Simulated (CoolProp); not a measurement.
Vapour pressure (MPa) of ammonia: the reference equation beside estimates from Tc = 405.6 K, pc = 11.36 MPa, ω = 0.256. Clausius-Clapeyron is anchored at 227.6 K with a constant enthalpy of vaporisation of 23.93 kJ/mol.

The numbers come from the reference Helmholtz-energy equation of state, Gao 2020 in CoolProp.

| T (K) | reference | Lee-Kesler | Clausius-Clapeyron | van der Waals | Redlich-Kwong | Soave-Redlich-Kwong |
|---|---|---|---|---|---|---|
| 227.6 | 0.05276 | 0.04927 | 0.05276 | 0.6637 | 0.1112 | 0.05003 |
| 237.7 | 0.09092 | 0.08647 | 0.09030 | 0.8611 | 0.1811 | 0.08740 |
| 247.8 | 0.1490 | 0.1439 | 0.1479 | 1.095 | 0.2809 | 0.1448 |
| 257.8 | 0.2326 | 0.2275 | 0.2321 | 1.367 | 0.4162 | 0.2283 |
| 267.9 | 0.3512 | 0.3471 | 0.3535 | 1.683 | 0.5971 | 0.3475 |
| 278 | 0.5128 | 0.5109 | 0.5222 | 2.045 | 0.8303 | 0.5108 |
| 288.1 | 0.7270 | 0.7286 | 0.7507 | 2.454 | 1.124 | 0.7281 |
| 298.2 | 1.004 | 1.011 | 1.053 | 2.914 | 1.485 | 1.010 |
| 308.2 | 1.352 | 1.364 | 1.440 | 3.420 | 1.917 | 1.365 |
| 318.3 | 1.789 | 1.806 | 1.937 | 3.985 | 2.435 | 1.812 |
| 328.4 | 2.325 | 2.346 | 2.557 | 4.606 | 3.044 | 2.360 |
| 338.5 | 2.973 | 2.997 | 3.322 | 5.285 | 3.750 | 3.022 |

Absolute difference from the reference over all 12 rows, mean and median: Lee-Kesler 1.9 and 0.9 %, Clausius-Clapeyron 4.1 and 2.5 %, van der Waals 390.4 and 268.2 %, Redlich-Kwong 62.2 and 58.3 %, Soave-Redlich-Kwong 1.8 and 1.4 %.
